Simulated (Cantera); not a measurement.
Feed: 1 mol SiO2, 0.47 mol C, 0.29 mol N2, held at 1575 K.

Method: chemical equilibrium by Gibbs-energy minimisation in Cantera with the NASA 1993 tables (ideal gas, pure condensed phases). Candidate condensed phases: C, Si, SiC, SiO2, Si2N2O, Si3N4; 34 gas species. Mutual solubility and eutectic melting of coexisting phases are not modelled. The tables hold silica as quartz up to 1696 K and as liquid above; real silica turns to tridymite and cristobalite and melts near 1996 K. Equilibrium is a limit: real reactors are often held back by kinetics, nucleation or transport.

Problem. Which condensed phases are stable at each of these points (P (Pa)): 10, 42, 180, 750, 3200, 13000, 56000, 240000, 1000000?

Solution. 
```
P (Pa)                           condensed phases  Si condensed (%)
-------  ----------------------------------------  ----------------
10                                 SiO2(β-quartz)              53.0
42                                 SiO2(β-quartz)              53.0
180                    SiO2(β-quartz) + Si2N2O(s)              92.0
750                    SiO2(β-quartz) + Si2N2O(s)              99.0
3200                   SiO2(β-quartz) + Si2N2O(s)              99.9
13000                  SiO2(β-quartz) + Si2N2O(s)             100.0
56000    C(graphite) + SiO2(β-quartz) + Si2N2O(s)             100.0
240000   C(graphite) + SiO2(β-quartz) + Si2N2O(s)             100.0
1000000  C(graphite) + SiO2(β-quartz) + Si2N2O(s)             100.0
```

From 0.0750 Torr to 0.315 Torr the condensed part is SiO2(β-quartz). From 1.35 Torr to 97.5 Torr the condensed part is SiO2(β-quartz) + Si2N2O(s). From 420 Torr to 7500 Torr the condensed part is C(graphite) + SiO2(β-quartz) + Si2N2O(s).
